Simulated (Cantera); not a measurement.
Input: 1 mol C2H4, 0.055 mol H2O, at 1775 K and 75.0 Torr.

Equilibrium computed with Cantera from the NASA thermochemical tables; the gas is ideal and each condensed phase is pure. Candidate condensed phases: C, C6H6, C7H8, C8H18, H2O; 110 gas species. Kinetics and transport are ignored.

Base state: H2 0.973, CO 0.0261, H 0.000903, C2H2 (acetylene) 0.000139, CH4 7.92e-5 (mole fractions); condensed: C(graphite).

**Question.** What changes in the equilibrium state with this change: H2O from 0.055 to 0.48 mol?

**Answer.** 
```tsv
species	before	after
H2	0.973	0.837
CO	0.0261	0.162
H	0.000903	0.000837
CH4	7.92e-5	5.86e-5
C2H2 (acetylene)	0.000139	0.000119
C(graphite), mol	1.94	1.52
```

**Question.** What changes in the equilibrium state with this change: C2H4 replaced by C2H5OH?

**Answer.** 
```csv
species,before,after
H2,0.973,0.742
CO,0.0261,0.257
H,0.000903,0.000789
CH4,7.92e-5,4.61e-5
C2H2 (acetylene),0.000139,0.000106
"C(graphite), mol",1.94,0.944
```
